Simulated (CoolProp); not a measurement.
Vapour-liquid equilibrium of CH2F2 (R32) (1) + R125 (2) at -86.85 °C; x and y are mole fractions of (1).

Model: multi-fluid Helmholtz-energy mixture model, Tillner-Roth 1997 and Lemmon 2005; pair parameters Lemmon 2004, in CoolProp.

Question: Give the bubble pressure and the first vapour's composition at x = 0.05, 0.75, 0.85. Is there an azeotrope?

Answer: x = 0.05: 0.009453 MPa, y = 0.062; x = 0.75: 0.01121 MPa, y = 0.777; x = 0.85: 0.01132 MPa, y = 0.860. y crosses x between x = 0.85 and 0.95: the model has an azeotrope there.

The pair parameters rest on a limited set of measurements; away from them the model extrapolates.
